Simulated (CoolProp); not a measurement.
100 sccm (0 °C, 1 atm) of nitrogen bubbles through liquid cyclohexane at 290.4 K and leaves saturated at a total pressure of 0.0667 MPa (ideal gas phase). Each further row changes one setting.

The numbers come from the reference Helmholtz-energy equation of state, Zhou 2014 in CoolProp.

| case | vapour pressure (kPa) | mole fraction of vapour | delivery (mg/min) | delivery (sccm) | change of delivery for a bath 1 K warmer (%) |
|---|---|---|---|---|---|
| as stated | 9.08 | 0.136 | 59.1 | 15.8 | 5.7 |
| bath temperature 295.4 K | 11.5 | 0.172 | 78.1 | 20.8 | 5.7 |
| total pressure 0.133 MPa | 9.08 | 0.0682 | 27.5 | 7.32 | 5.3 |
